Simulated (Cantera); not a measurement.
**Thermodynamics of hydrogen reduction and annealing atmospheres, feed FeS₂ + H₂ + N₂**

Feed: 1 mol FeS₂, 1 mol H₂, 0.59 mol N₂, at 400000 Pa.

These are equilibrium values from Cantera (NASA tables, ideal gas, pure condensed phases), not measurements of a reactor. Candidate condensed phases: Fe, FeS, FeS₂, S; 16 gas species. FeS: taken at fixed stoichiometry. Gases not in the tables: S₃ to S₇. The numbers say what is thermodynamically allowed, not how fast it happens.

From 1273 K to 1448 K the condensed part is FeS(s). From 1473 K to 1523 K the condensed part is FeS(l).

```json
[
 {"T (K)": "1273", "log p H₂S": "0.31", "log p N₂": "0.15", "log p H₂": "-0.44", "log p S₂": "-0.74", "log p SH": "-2.84", "log p NH₃": "-4.45", "log p S": "-6.11", "n FeS(s)": "1.00", "n FeS(l)": "0"},
 {"T (K)": "1298", "log p H₂S": "0.30", "log p N₂": "0.15", "log p H₂": "-0.40", "log p S₂": "-0.70", "log p SH": "-2.74", "log p NH₃": "-4.43", "log p S": "-5.92", "n FeS(s)": "1.00", "n FeS(l)": "0"},
 {"T (K)": "1323", "log p H₂S": "0.29", "log p N₂": "0.15", "log p H₂": "-0.36", "log p S₂": "-0.66", "log p SH": "-2.65", "log p NH₃": "-4.41", "log p S": "-5.73", "n FeS(s)": "1.00", "n FeS(l)": "0"},
 {"T (K)": "1348", "log p H₂S": "0.28", "log p N₂": "0.14", "log p H₂": "-0.33", "log p S₂": "-0.63", "log p SH": "-2.56", "log p NH₃": "-4.40", "log p S": "-5.56", "n FeS(s)": "1.00", "n FeS(l)": "0"},
 {"T (K)": "1373", "log p H₂S": "0.26", "log p N₂": "0.14", "log p H₂": "-0.29", "log p S₂": "-0.59", "log p SH": "-2.47", "log p NH₃": "-4.39", "log p S": "-5.39", "n FeS(s)": "1.00", "n FeS(l)": "0"},
 {"T (K)": "1398", "log p H₂S": "0.25", "log p N₂": "0.14", "log p H₂": "-0.26", "log p S₂": "-0.56", "log p SH": "-2.39", "log p NH₃": "-4.38", "log p S": "-5.22", "n FeS(s)": "1.00", "n FeS(l)": "0"},
 {"T (K)": "1423", "log p H₂S": "0.24", "log p N₂": "0.14", "log p H₂": "-0.23", "log p S₂": "-0.53", "log p SH": "-2.31", "log p NH₃": "-4.37", "log p S": "-5.06", "n FeS(s)": "1.00", "n FeS(l)": "0"},
 {"T (K)": "1448", "log p H₂S": "0.22", "log p N₂": "0.14", "log p H₂": "-0.20", "log p S₂": "-0.50", "log p SH": "-2.23", "log p NH₃": "-4.37", "log p S": "-4.91", "n FeS(s)": "1.00", "n FeS(l)": "0"},
 {"T (K)": "1473", "log p H₂S": "0.21", "log p N₂": "0.13", "log p H₂": "-0.17", "log p S₂": "-0.47", "log p SH": "-2.16", "log p NH₃": "-4.36", "log p S": "-4.77", "n FeS(s)": "0", "n FeS(l)": "1.00"},
 {"T (K)": "1498", "log p H₂S": "0.20", "log p N₂": "0.13", "log p H₂": "-0.14", "log p S₂": "-0.45", "log p SH": "-2.09", "log p NH₃": "-4.36", "log p S": "-4.62", "n FeS(s)": "0", "n FeS(l)": "1.00"},
 {"T (K)": "1523", "log p H₂S": "0.18", "log p N₂": "0.13", "log p H₂": "-0.12", "log p S₂": "-0.42", "log p SH": "-2.02", "log p NH₃": "-4.35", "log p S": "-4.49", "n FeS(s)": "0", "n FeS(l)": "1.00"}
]
```
log p: log10 of the partial pressure in bar; n: condensed amount in mol.
